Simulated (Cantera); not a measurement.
**Premixed flame**

A freely propagating, adiabatic, planar premixed flame of C2H4 : O2 : N2 : H2O = 1 : 2.5 : 6.75 : 1.9 (molar parts), unburnt at 700 K and 4.05 atm; mixture-averaged transport, grid criteria slope 0.08 and curve 0.16, no radiation.

Cantera simulation using GRI-Mech 3.0 (53 species, 325 reactions); the numbers are that mechanism's predictions, not measurements. GRI-Mech 3.0 was tuned for natural gas; its chemistry of ethylene as a main component is partial and can be far from experiment. Burning velocities carry a grid error of a few per cent, more on coarse grids.

```json
[
 {"z (mm)": "-0.180", "T (K)": "700", "u (m/s)": "3.03", "x C2H4": "0.0823", "x O2": "0.206", "x H2O": "0.156", "x O": "<1e-8", "x H2O2": "2.20e-8", "x C2H": "<1e-8"},
 {"z (mm)": "-0.120", "T (K)": "700", "u (m/s)": "3.03", "x C2H4": "0.0822", "x O2": "0.205", "x H2O": "0.156", "x O": "<1e-8", "x H2O2": "3.78e-7", "x C2H": "<1e-8"},
 {"z (mm)": "-0.0898", "T (K)": "701", "u (m/s)": "3.04", "x C2H4": "0.0820", "x O2": "0.205", "x H2O": "0.156", "x O": "<1e-8", "x H2O2": "1.98e-6", "x C2H": "<1e-8"},
 {"z (mm)": "-0.0599", "T (K)": "712", "u (m/s)": "3.11", "x C2H4": "0.0814", "x O2": "0.203", "x H2O": "0.156", "x O": "3.71e-8", "x H2O2": "1.82e-5", "x C2H": "<1e-8"},
 {"z (mm)": "-0.0299", "T (K)": "904", "u (m/s)": "4.01", "x C2H4": "0.0729", "x O2": "0.184", "x H2O": "0.169", "x O": "6.91e-6", "x H2O2": "0.000233", "x C2H": "<1e-8"},
 {"z (mm)": "-0.0150", "T (K)": "1302", "u (m/s)": "5.90", "x C2H4": "0.0493", "x O2": "0.145", "x H2O": "0.195", "x O": "0.000141", "x H2O2": "0.000280", "x C2H": "9.32e-8"},
 {"z (mm)": "0", "T (K)": "1747", "u (m/s)": "8.13", "x C2H4": "0.0177", "x O2": "0.0936", "x H2O": "0.225", "x O": "0.000679", "x H2O2": "1.72e-5", "x C2H": "4.78e-6"},
 {"z (mm)": "0.0150", "T (K)": "2047", "u (m/s)": "9.65", "x C2H4": "0.00265", "x O2": "0.0549", "x H2O": "0.244", "x O": "0.00149", "x H2O2": "3.37e-6", "x C2H": "1.84e-5"},
 {"z (mm)": "0.0299", "T (K)": "2194", "u (m/s)": "10.4", "x C2H4": "0.000175", "x O2": "0.0330", "x H2O": "0.252", "x O": "0.00267", "x H2O2": "1.43e-6", "x C2H": "9.93e-6"},
 {"z (mm)": "0.0599", "T (K)": "2293", "u (m/s)": "10.7", "x C2H4": "2.17e-7", "x O2": "0.0173", "x H2O": "0.254", "x O": "0.00376", "x H2O2": "8.41e-7", "x C2H": "1.95e-7"},
 {"z (mm)": "0.120", "T (K)": "2381", "u (m/s)": "11.0", "x C2H4": "<1e-8", "x O2": "0.0109", "x H2O": "0.255", "x O": "0.00313", "x H2O2": "6.35e-7", "x C2H": "<1e-8"},
 {"z (mm)": "0.240", "T (K)": "2469", "u (m/s)": "11.4", "x C2H4": "<1e-8", "x O2": "0.00748", "x H2O": "0.261", "x O": "0.00207", "x H2O2": "4.92e-7", "x C2H": "<1e-8"},
 {"z (mm)": "0.479", "T (K)": "2542", "u (m/s)": "11.6", "x C2H4": "<1e-8", "x O2": "0.00491", "x H2O": "0.268", "x O": "0.00126", "x H2O2": "3.77e-7", "x C2H": "<1e-8"}
]
```
x: mole fraction of selected species; z is measured from the peak of heat release.

- laminar burning velocity: 303 cm/s
- thermal thickness: 0.0599 mm
- peak x(O): 0.00376
- peak x(H2O2): 0.000330
- peak x(C2H): 1.87e-5
- grid points: 153
